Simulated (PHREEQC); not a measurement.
Model water analysis in mg/kgw, 40 °C, pH 1.93, pe 11.9: Na 81.3; K 27.4; Ca 24.3; Mg 10.5; Cl 75.7; S(6) as SO4 1370; Li 0.0842; Si as SiO2 5.06; Cu(2) 0.0515.

Valence states are taken as typed.

All values are PHREEQC results (ion-association model, phreeqc.dat), not measurements.

### Question
The ionic strength comes out as 0.0285 mol/kgw. What activity coefficients do K+, Na+, CaHSO4+, H+, Ca+2 get?

### Answer
K+ 0.84, Na+ 0.85, CaHSO4+ 0.85, H+ 0.87, Ca+2 0.53.

No solid was allowed to form. Constants without temperature data keep their 25 °C values here.
